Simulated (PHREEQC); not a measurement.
Dissolve 0.72 mmol/kgw Pb(NO3)2, 9 mmol/kgw MgSO4, 0.01 mmol/kgw HCl and 14 mmol/kgw NaCl at 25 °C. Closed to the air; pH follows from the charge balance.

Computed with PHREEQC (ion-association model, phreeqc.dat).

Task: The ionic strength comes out as 0.0410 mol/kgw. What activity coefficients do SO4-2, H+, Na+, PbCl+, Cl- get?

Result: SO4-2 0.49, H+ 0.86, Na+ 0.84, PbCl+ 0.83, Cl- 0.83.

Precipitation was switched off in this run. The solution is supersaturated, for example in Anglesite, so a real one may precipitate; this is no full list. Complexes and solids missing from the database can't appear.
